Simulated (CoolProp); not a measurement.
A simple Rankine cycle with water: condensing at 323.15 K, boiler at 2.41 MPa, turbine inlet 535.1 K, turbine efficiency 0.8, pump efficiency 0.8, no recuperator. Each further row changes one setting.

Model: reference Helmholtz-energy equation of state, Wagner 2002, in CoolProp.

```tsv
case	thermal efficiency (%)	net work (kJ/kg)	heat in (kJ/kg)	turbine exit temperature (K)	volume ratio over the turbine
as stated	24.6	666	2700	323.2	110
turbine inlet 555.1 K	24.8	683	2760	323.2	106
condensing temperature 315.15 K	25.7	704	2740	315.1	160
boiler pressure 1.69 MPa	23.3	637	2730	323.2	76.9
turbine efficiency 0.7	21.5	583	2700	323.2	114
```

The expansion ends wet for: as stated; turbine inlet 555.1 K; condensing temperature 315.15 K; boiler pressure 1.69 MPa; turbine efficiency 0.7.
